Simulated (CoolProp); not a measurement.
Properties of methane at several states.

The numbers come from the reference Helmholtz-energy equation of state, Setzmann 1991 in CoolProp.

```tsv
T (°C)	p (bar)	phase	Z	cv (kJ/(kg K))	Joule-Thomson coefficient (K/MPa)	viscosity (µPa s)	conductivity (mW/(m K))
32.25	11	gas	0.9827	1.735	4.105	11.6	___
297.55	54.1	supercritical	1.009	2.653	0.7062	19.3	___
-54.35	0.3	gas	0.9986	___	___	___	23.9
-69.15	5.17	gas	___	___	9.050	8.05	___
```

Question: What belongs in the gaps?

Answer: 
- 32.25, conductivity (mW/(m K)): 35.8
- 297.55, conductivity (mW/(m K)): 84.6
- -54.35, cv (kJ/(kg K)): 1.584
- -54.35, Joule-Thomson coefficient (K/MPa): 7.903
- -54.35, viscosity (µPa s): 8.53
- -69.15, Z: 0.9687
- -69.15, cv (kJ/(kg K)): 1.592
- -69.15, conductivity (mW/(m K)): 22.7

Viscosity comes from a separate model (Quiñones-Cisneros 2006). Thermal conductivity comes from a separate model (Friend 1989).
